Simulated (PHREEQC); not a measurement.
Consider water at 25 °C with 0.044 mol NH4BF4 per kg of water. Closed to the air; pH follows from the charge balance.

Computed with PHREEQC (ion-association model, wateq4f.dat).

```csv
quantity,before,after
pH,2.81,2.92
ionic strength (mol/kgw),0.0458,0.0454
BF4- (mol/kgw),0.0395,0.0374
HF (mol/kgw),0.00559,0.0107
F- (mol/kgw),0.00299,0.00343
BF3OH- (mol/kgw),0.00257,0.00288
```

Question: Which change was made?
A. NH4BF4 from 0.044 to 0.066 mol/kgw
B. NH4BF4 from 0.044 to 0.088 mol/kgw
C. temperature from 25 to 65 °C
D. NH4BF4 from 0.044 to 0.0484 mol/kgw
E. NH4BF4 from 0.044 to 0.0088 mol/kgw

Answer: C, temperature from 25 to 65 °C

No solid was allowed to form. Away from 25 °C the constants follow the database's enthalpies or fits; those with neither stay at their 25 °C values. Real BF4- forms and hydrolyses slowly; the run takes it at equilibrium.
